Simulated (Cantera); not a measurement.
Input: 1 mol SiC, 1 mol H2O, 2.4 mol N2, at 13.5 Torr.

Equilibrium computed with Cantera from the NASA thermochemical tables; the gas is ideal and each condensed phase is pure. Candidate condensed phases: C, C6H6, C7H8, C8H18, H2O, Si, SiC, SiO2, Si2N2O, Si3N4; 151 gas species. N2 is the only nitrogen source here; it is nearly inert below about 1500 K, so the nitride shown seldom forms there in practice. Mutual solubility and eutectic melting of coexisting phases are not modelled. The tables hold silica as quartz up to 1696 K and as liquid above; real silica turns to tridymite and cristobalite and melts near 1996 K. Kinetics and transport are ignored.

Q: Which condensed phases are stable at each of these points (T (K)): 1023, 1073, 1123, 1173, 1223, 1273, 1323, 1373, 1423, 1473?

A: 
```csv
T (K),condensed phases,Si condensed (%)
1023,C(graphite) + SiO2(β-quartz) + Si2N2O(s),100.0
1073,C(graphite) + SiO2(β-quartz) + Si2N2O(s),100.0
1123,C(graphite) + SiO2(β-quartz) + Si2N2O(s),100.0
1173,C(graphite) + SiO2(β-quartz) + Si2N2O(s),100.0
1223,C(graphite) + Si2N2O(s),100.0
1273,C(graphite) + Si2N2O(s),100.0
1323,C(graphite) + Si2N2O(s),100.0
1373,C(graphite) + Si2N2O(s),100.0
1423,C(graphite) + Si2N2O(s),100.0
1473,C(graphite) + Si2N2O(s),100.0
```

From 1023 K to 1173 K the condensed part is C(graphite) + SiO2(β-quartz) + Si2N2O(s). From 1223 K to 1473 K the condensed part is C(graphite) + Si2N2O(s).
